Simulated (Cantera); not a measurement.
Feed: 1 mol SiH2Cl2, 0.014 mol Cl2, 170 mol H2, equilibrated at 2.90 mbar.

Cantera equilibrium calculation (NASA polynomials, part measured and part estimated; ideal gas, pure solids and liquids). Candidate condensed phases: Si; 19 gas species. The tables' values for SiCl are old estimates; treat these amounts as uncertain. Gases not in the tables: Si2H6 and higher silanes. Kinetics and transport are ignored. All values below are at 1750 K.

Base state: H2 0.984, HCl 0.0109, H 0.00428, Si 0.000518, SiCl2 0.000400, SiH 3.66e-5, Cl 3.66e-5, SiCl 3.59e-5 (mole fractions); condensed: Si(l).

**Question.** What changes in the equilibrium state with this change: pressure from 2.90 mbar to 20.0 mbar?

**Answer.** 
```
species       before     after
----------  --------  --------
H2             0.984     0.987
HCl           0.0109    0.0109
H            0.00428   0.00163
Si          0.000518   7.51e-5
SiCl2       0.000400  0.000403
SiH          3.66e-5   1.39e-5
SiCl         3.59e-5   1.37e-5
Cl           3.66e-5   1.40e-5
Si(l), mol     0.824     0.909
```

**Question.** What changes in the equilibrium state with this change: pressure from 2.90 mbar to 1.60 mbar?

**Answer.** 
```
species       before     after
----------  --------  --------
H2             0.984     0.982
HCl           0.0109    0.0108
H            0.00428   0.00576
Si          0.000518  0.000938
SiH          3.66e-5   4.92e-5
SiCl         3.59e-5   4.83e-5
Cl           3.66e-5   4.91e-5
Si(l), mol     0.824     0.747
```
